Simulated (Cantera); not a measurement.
Charge: 1 mol MgCO₃, 2.7 mol H₂O, 0.31 mol H₂, equilibrated at 1398.15 K and 1.10 bar.

Cantera equilibrium calculation (NASA polynomials, part measured and part estimated; ideal gas, pure solids and liquids). Candidate condensed phases: C, C₆H₆, C₇H₈, C₈H₁₈, H₂O, Mg, MgCO₃, MgO, Mg(OH)₂; 116 gas species. Equilibrium is a limit: real reactors are often held back by kinetics, nucleation or transport.

Base state: H₂O 0.704, CO₂ 0.218, H₂ 0.0463, CO 0.0310 (mole fractions); condensed: MgO(s).

Q: What changes in the equilibrium state with this change: 1.3 mol H₂S added?

A: 
```
species      before    after
-----------  ------  -------
H₂O           0.704    0.529
H₂S               0    0.139
CO₂           0.218    0.124
S₂                0   0.0426
H₂           0.0463    0.104
CO           0.0310   0.0528
SO₂               0  0.00484
COS               0  0.00231
MgO(s), mol    1.00     1.00
```
Further candidate phases: H₂SO₄, MgS, MgSO₄, S.
